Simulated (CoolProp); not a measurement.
Vapour-liquid equilibrium of nitrogen (1) + oxygen (2) at 887 kPa; x and y are mole fractions of (1).

Computed with CoolProp (multi-fluid Helmholtz-energy mixture model, Span 2000 and Schmidt 1985; pair parameters Gernert 2013).

| x | bubble temperature, mixture model (K) | bubble temperature, Raoult's law (K) | y, mixture model | y, Raoult's law |
|---|---|---|---|---|
| 0.05 | 116.3 | 116.4 | ? | 0.118 |
| 0.2 | 113.0 | 113.1 | ? | 0.395 |
| 0.35 | 110.3 | 110.4 | ? | 0.591 |
| 0.5 | 108.0 | 108.0 | 0.690 | 0.734 |
| 0.65 | 106.0 | 105.9 | ? | 0.840 |
| 0.8 | 104.1 | 104.1 | ? | 0.921 |
| 0.95 | 102.5 | 102.4 | 0.976 | 0.983 |

Task: What belongs in the gaps?

Result: 
- 0.05, y, mixture model: 0.109
- 0.2, y, mixture model: 0.366
- 0.35, y, mixture model: 0.550
- 0.65, y, mixture model: 0.803
- 0.8, y, mixture model: 0.897

The largest gap from Raoult's law is -0.1 K in bubble temperature, at x = 0.2. No azeotrope shows between x = 0.05 and 0.95.

The pair parameters rest on a limited set of measurements; away from them the model extrapolates. The gap from Raoult's law changes sign with composition, which may be real or a fault of the pair parameters; it wasn't checked against measurements.
